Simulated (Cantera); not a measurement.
Input (Python, Cantera):

```python
import numpy as np
import cantera as ct

gas = ct.Solution("gri30.yaml")


def delay(T, t_max=10):
    gas.TPX = T, 780000, {'CH4': 1, 'O2': 2.6, 'N2': 14}
    reactor = ct.IdealGasReactor(gas, clone=False)
    net = ct.ReactorNet([reactor])
    net.rtol, net.atol = 1e-8, 1e-16
    while net.time < t_max:
        t_old, T_old = net.time, reactor.T
        net.step()
        if reactor.T > T + 400:  # ignition: a rise of 400 K
            return t_old + (T + 400 - T_old) / (reactor.T - T_old) * (net.time - t_old)
    return np.nan


taus = []
for T in [1098, 1173, 1248, 1323, 1398, 1473, 1548, 1623, 1698, 1773]:
    taus.append(delay(T))
    print(f"T0 = {T:6g} K   tau = {taus[-1]:.4e} s")
```

It prints:

```
T0 =   1098 K   tau = 2.8327e-02 s
T0 =   1173 K   tau = 1.0317e-02 s
T0 =   1248 K   tau = 4.0799e-03 s
T0 =   1323 K   tau = 1.7183e-03 s
T0 =   1398 K   tau = 7.6334e-04 s
T0 =   1473 K   tau = 3.5560e-04 s
T0 =   1548 K   tau = 1.7346e-04 s
T0 =   1623 K   tau = 8.8858e-05 s
T0 =   1698 K   tau = 4.8020e-05 s
T0 =   1773 K   tau = 2.7442e-05 s
```

Computed with Cantera and GRI-Mech 3.0 (53 species, 325 reactions).
